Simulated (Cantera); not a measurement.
**Hydrocarbon pyrolysis for carbon deposition**

An isothermal, constant-pressure homogeneous reactor starts with C₂H₆ : N₂ = 1 : 2.8 (molar parts), at 1850 K and 1.01 bar.

Cantera simulation using GRI-Mech 3.0 (53 species, 325 reactions); the numbers are that mechanism's predictions, not measurements. GRI-Mech 3.0 stops at C3 and has no aromatics, soot or wall deposition, so with more carbon than oxygen in the feed, carbon stays in small species such as C2H2 where larger ones or solid carbon would form.

| t (s) | x C₂H₆ | x H₂ | x CH₃ | x CH₂ | x H |
|---|---|---|---|---|---|
| 0.000100 | 0.000190 | 0.228 | 0.00164 | 1.58e-6 | 0.000233 |
| 0.000246 | 0.000104 | 0.246 | 0.00127 | 1.03e-6 | 0.000204 |
| 0.000605 | 8.76e-5 | 0.261 | 0.00118 | 1.00e-6 | 0.000223 |
| 0.00149 | 5.79e-5 | 0.277 | 0.000971 | 8.51e-7 | 0.000239 |
| 0.00366 | 2.70e-5 | 0.299 | 0.000670 | 6.19e-7 | 0.000262 |
| 0.00902 | 8.49e-6 | 0.319 | 0.000379 | 3.73e-7 | 0.000286 |
| 0.0222 | 2.07e-6 | 0.332 | 0.000185 | 1.92e-7 | 0.000303 |
| 0.0546 | 5.99e-7 | 0.338 | 9.20e-5 | 9.83e-8 | 0.000312 |
| 0.134 | 3.54e-7 | 0.340 | 6.43e-5 | 6.94e-8 | 0.000314 |
| 0.330 | 3.37e-7 | 0.340 | 6.19e-5 | 6.69e-8 | 0.000314 |
| 0.813 | 3.37e-7 | 0.340 | 6.18e-5 | 6.69e-8 | 0.000314 |
| 2.00 | 3.37e-7 | 0.340 | 6.18e-5 | 6.69e-8 | 0.000314 |
x: mole fraction; the columns are a selection and need not sum to one.

Equilibrium at this temperature and pressure: C₂H₆ 2.08e-7, H₂ 0.341, CH₃ 4.86e-5, CH₂ 5.25e-8, H 0.000315 (gas phase only).
